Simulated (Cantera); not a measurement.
Feed: 1 mol TiO2, 1.4 mol CH4, 0.04 mol CO, held at 0.255 Torr.

Cantera equilibrium calculation (NASA polynomials, part measured and part estimated; ideal gas, pure solids and liquids). Candidate condensed phases: C, C6H6, C7H8, C8H18, H2O, Ti, TiC, TiO, TiO2, Ti2O3, Ti3O5, Ti4O7; 113 gas species. Mutual solubility and eutectic melting of coexisting phases are not modelled. TiC, TiO: taken at fixed stoichiometry. Condensed phases not in the tables: solid solutions among these carbides, nitrides and lower oxides. Rates play no part.

Q: At 1700 °C, list the 5 most abundant gas species with their mole fractions, and the condensed phases.

A: H2 0.641, CO 0.298, H 0.0586, Ti 0.00155, TiO 0.00132. Condensed: TiC(s) + TiO(s).
